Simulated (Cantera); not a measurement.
A closed system holds: 1 mol Fe(CO)5, a varied amount of O2, 0.24 mol N2, held at 850 °C and 0.120 bar.

Method: chemical equilibrium by Gibbs-energy minimisation in Cantera with the NASA 1993 tables (ideal gas, pure condensed phases). Candidate condensed phases: C, Fe, Fe(CO)5, FeO, Fe2O3, Fe3O4; 27 gas species. Mutual solubility and eutectic melting of coexisting phases are not modelled. The tables' stoichiometric FeO is somewhat more stable than real wüstite, so its field is too wide. FeO: taken at fixed stoichiometry. Rates play no part.

Q: At 0.75 mol O2, list the 3 most abundant gas species with their mole fractions, and the condensed phases.

A: CO 0.784, CO2 0.171, N2 0.0458. Condensed: Fe(α) + FeO(s).
